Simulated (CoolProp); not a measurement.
Vapour-liquid equilibrium of R141b (1) + n-pentane (2) at 397.6 K; x and y are mole fractions of (1).

Computed with CoolProp (multi-fluid Helmholtz-energy mixture model, Lemmon 2006 and Thol 2019; pair parameters Bell 2016).

| x | bubble pressure (MPa) | y at the bubble point | dew pressure at overall composition x (MPa) | liquid density (mol/L) |
|---|---|---|---|---|
| 0.05 | [?] | 0.067 | 1.011 | 7.023 |
| 0.125 | 1.050 | 0.158 | 1.039 | 7.104 |
| 0.2 | 1.077 | 0.239 | 1.065 | 7.193 |
| 0.275 | 1.099 | 0.314 | 1.088 | 7.289 |
| 0.35 | 1.117 | 0.385 | 1.109 | 7.393 |
| 0.425 | 1.130 | 0.453 | 1.125 | 7.505 |
| 0.5 | [?] | 0.520 | 1.138 | 7.625 |
| 0.575 | 1.147 | 0.587 | 1.146 | 7.753 |
| 0.65 | 1.150 | 0.654 | 1.150 | 7.889 |
| 0.725 | 1.151 | 0.723 | 1.151 | [?] |
| 0.8 | 1.148 | 0.794 | 1.148 | 8.184 |
| 0.875 | 1.143 | 0.868 | 1.142 | 8.343 |
| 0.95 | 1.135 | 0.946 | 1.134 | 8.509 |

What belongs in the gaps?


- 0.05, bubble pressure (MPa): 1.017
- 0.5, bubble pressure (MPa): 1.140
- 0.725, liquid density (mol/L): 8.032

y crosses x between x = 0.65 and 0.725: the model has an azeotrope there.

The pair parameters rest on a limited set of measurements; away from them the model extrapolates.
